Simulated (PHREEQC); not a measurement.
Make-up at 25 °C: 0.22 mmol/kgw PbCl2, 150 mmol/kgw KBr and 0.31 mmol/kgw Na2SO4. Closed to the air; pH follows from the charge balance.

All values are PHREEQC results (ion-association model, wateq4f.dat), not measurements.

Q: The ionic strength comes out as 0.151 mol/kgw. What activity coefficients do Br-, PbBr+, Pb+2, Na+, SO4-2 get?

A: Br- 0.76, PbBr+ 0.76, Pb+2 0.33, Na+ 0.76, SO4-2 0.32.

This is a speciation only: nothing precipitates in the calculation. Species that the database lacks are ignored.
